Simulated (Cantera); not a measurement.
A perfectly stirred reactor is fed with NH3 : H2 = 1 : 7.2 (molar parts), at 248 Torr; it is held at 2273 K, and followed from long to short residence time.

Model: the gas-phase N/H chemistry of the illustrative SiF4/NH3 mechanism in the Surface Chemkin manual (1991), integrated in Cantera. Walls and surfaces, which speed up NH3 decomposition in real reactors, are not modelled.

```
quantity                  before     after
----------------------  --------  --------
x(NH3) at τ = 0.970 s   0.000656  0.000407
x(H2) at τ = 0.970 s       0.932     0.963
x(N2H4) at τ = 0.970 s  1.88e-11  7.58e-12
x(N2H2) at τ = 0.970 s   6.46e-9   2.61e-9
x(NH2) at τ = 0.970 s    2.94e-5   1.87e-5
x(NH3) at τ = 11.0 ms     0.0546    0.0211
x(H2) at τ = 11.0 ms       0.912     0.962
x(N2H4) at τ = 11.0 ms   6.80e-9   1.95e-9
x(N2H2) at τ = 11.0 ms   7.62e-7   2.79e-7
x(NH2) at τ = 11.0 ms   0.000557  0.000298
```

Task: Name the change that produced these shifts.
A. NH3 1 to 0.36 parts
B. H2 7.2 to 53 parts
C. NH3 1 to 2.7 parts
D. temperature 2273 to 2173 K

Result: A, NH3 1 to 0.36 parts
